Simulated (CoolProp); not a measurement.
Computed with CoolProp (reference Helmholtz-energy equation of state, Gao 2022).

For n-perfluorobutane, give the phase and the cp (kJ/(kg K)) at 87.15 °C and 0.101 MPa; 98.45 °C and 0.101 MPa.


- 87.15 °C and 0.101 MPa: gas; cp 0.927
- 98.45 °C and 0.101 MPa: gas; cp 0.936
